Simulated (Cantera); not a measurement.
Input: 1 mol CH2F2, 0.011 mol CH4, 2.8 mol H2, equilibrated at 2423.15 K and 94.0 mbar.

These are equilibrium values from Cantera (NASA tables, ideal gas, pure condensed phases), not measurements of a reactor. Candidate condensed phases: C, C6H6, C7H8, C8H18; 95 gas species. Equilibrium is a limit: real reactors are often held back by kinetics, nucleation or transport.

Base state: H2 0.547, HF 0.406, H 0.0428, C2H2 (acetylene) 0.00424, F 5.40e-5, C2H 2.01e-5, C4H2 1.35e-5 (mole fractions); condensed: C(graphite).

**Question.** What changes in the equilibrium state with this change: CH2F2 replaced by CH3F?

**Answer.** 
```tsv
species	before	after
H2	0.547	0.742
HF	0.406	0.202
H	0.0428	0.0499
F	5.40e-5	2.31e-5
CH3	6.87e-6	1.09e-5
C4H2	1.35e-5	1.83e-5
C(graphite), mol	0.969	0.953
```

**Question.** What changes in the equilibrium state with this change: CH2F2 replaced by CF4?

**Answer.** 
| species | before | after |
|---|---|---|
| HF | 0.406 | 0.820 |
| H2 | 0.547 | 0.156 |
| H | 0.0428 | 0.0229 |
| F | 5.40e-5 | 0.000204 |
| C2H2 (acetylene) | 0.00424 | 0.00121 |
| C(graphite), mol | 0.969 | 0.999 |
